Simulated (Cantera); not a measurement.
A Cantera script and what it prints.

```python
import numpy as np
import cantera as ct

gas_names = """
    H HNO HNO2 HNO3 HO2 H2 H2O H2O2 N NH NH2 NH3 NH2OH NO NO2 NO3 N2 N2H2 N2H4 N2O O OH O2 O3 Si SiH
    SiH2 SiH3 SiH4 SiN SiO SiO2 Si2 Si2N Si3
""".split()
cond_names = """
    H2O(s) H2O(L) Si(cr) Si(L) SiO2(Lqz) SiO2(hqz) SiO2(L) Si2N2O(s) Si3N4(a)
""".split()


# ... load() reads the species with a 1 bar reference pressure and builds the phases ...
atoms = {
    'Si3N4': {'Si': 3, 'N': 4},
    'N2O': {'N': 2, 'O': 1},
    'H2': {'H': 2},
}
top_T = {'Si2N2O(s)': 2100, 'Si3N4(a)': 2400}  # K; cautious upper limits of use, not melting points


# ... equilibrate(T, P, feed) seeds the gas with the atoms and calls Mixture.equilibrate('TP', solver="vcs", rtol=1e-11, max_steps=5000) ...
results = []
feed = {'Si3N4': 1, 'N2O': 2.7, 'H2': 19}  # mol
P = 133.322  # Pa
for T in [1198, 1273, 1348, 1423, 1498, 1573, 1648, 1723, 1798, 1873, 1948, 2023, 2098, 2173]:
    mix = equilibrate(T, P, feed)
    results.append((T, P, feed, dict(zip(mix.species_names, mix.species_moles))))

top = {s: max(r[3][s] / sum(r[3][g] for g in gas_names) for r in results) for s in gas_names}
cols = sorted((s for s in top if top[s] > 1e-06), key=lambda s: -top[s])[:9]
seen = [c for c in cond_names if any(r[3].get(c, 0) > 1e-12 for r in results)]
print("log10 of partial pressures in bar; condensed amounts in mol")
print(f"{'T/K':>10s}" + "".join(f"{s[:9]:>10s}" for s in cols + seen))
for T, P, feed, n in results:
    ng = sum(n[g] for g in gas_names)
    print(f"{T:10.4g}" + "".join(f"{np.log10(max(n[s] / ng * P / 1e5, 1e-99)):10.3f}" for s in cols)
          + "".join(f"{n.get(c, 0):10.4g}" for c in seen))
```

Output:

```
log10 of partial pressures in bar; condensed amounts in mol
       T/K        H2        N2         H       SiO        Si       SiH       Si2      Si2N       SiN     Si(L) SiO2(hqz) Si2N2O(s)
      1198    -2.950    -3.673    -8.196    -8.855   -17.010   -17.303   -26.203   -23.184   -18.038         0    0.7997       1.1
      1273    -2.950    -3.673    -7.622    -7.555   -15.032   -15.522   -23.046   -20.518   -16.264         0    0.7995       1.1
      1348    -2.951    -3.673    -7.111    -6.403   -13.276   -13.943   -20.246   -18.154   -14.691         0    0.7974     1.098
      1423    -2.952    -3.672    -6.654    -5.375   -11.709   -12.533   -17.747   -16.044   -13.286         0    0.7756     1.076
      1498    -2.966    -3.664    -6.248    -4.455   -10.305   -11.278   -15.510   -14.155   -12.024         0    0.5937    0.8946
      1573    -3.008    -3.643    -5.895    -3.907    -8.768    -9.891   -12.954   -11.906   -10.610         0         0    0.3002
      1648    -3.009    -3.644    -5.555    -3.907    -6.859    -8.099    -9.606    -8.846    -8.821         0         0     0.297
      1723    -3.020    -3.626    -5.249    -3.867    -6.007    -7.360    -8.332    -7.826    -8.071    0.2783         0         0
      1798    -3.023    -3.627    -4.965    -3.868    -5.511    -6.963    -7.732    -7.468    -7.676     0.233         0         0
      1873    -3.029    -3.631    -4.705    -3.872    -5.055    -6.600    -7.182    -7.141    -7.314    0.1095         0         0
      1948    -3.036    -3.635    -4.465    -3.876    -4.852    -6.484    -7.110    -7.277    -7.198         0         0         0
      2023    -3.046    -3.639    -4.244    -3.880    -4.848    -6.563    -7.412    -7.769    -7.275         0         0         0
      2098    -3.060    -3.645    -4.042    -3.885    -4.850    -6.644    -7.703    -8.239    -7.353         0         0         0
      2173    -3.081    -3.653    -3.857    -3.893    -4.856    -6.727    -7.982    -8.686    -7.431         0         0         0
```

These are equilibrium values from Cantera (NASA tables, ideal gas, pure condensed phases), not measurements of a reactor. Mutual solubility and eutectic melting of coexisting phases are not modelled. The tables' values for SiN are old estimates; treat these amounts as uncertain. The tables hold silica as quartz up to 1696 K and as liquid above; real silica turns to tridymite and cristobalite and melts near 1996 K. Gases not in the tables: Si2H6 and higher silanes.
